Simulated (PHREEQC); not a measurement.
Dissolve 0.63 mol LiBr and 0.13 mol Na2SO4 per kg of water at 25 °C. Closed to the air; pH follows from the charge balance.

All values are PHREEQC results (Pitzer model, pitzer.dat), not measurements.

```
quantity                          before    after
-------------------------------  -------  -------
HSO4- (mol/kgw)                  1.75e-7  7.23e-8
SI of Mirabilite (Na2SO4:10H2O)    -2.32    -3.82
SI of Thenardite (Na2SO4)          -3.14    -4.74
```

Q: Which change was made?
(A) diluted 5-fold with water
(B) Na2SO4 from 0.13 to 0.143 mol/kgw
(C) LiBr left out
(D) diluted 10-fold with water

A: A, diluted 5-fold with water

No solid was allowed to form.
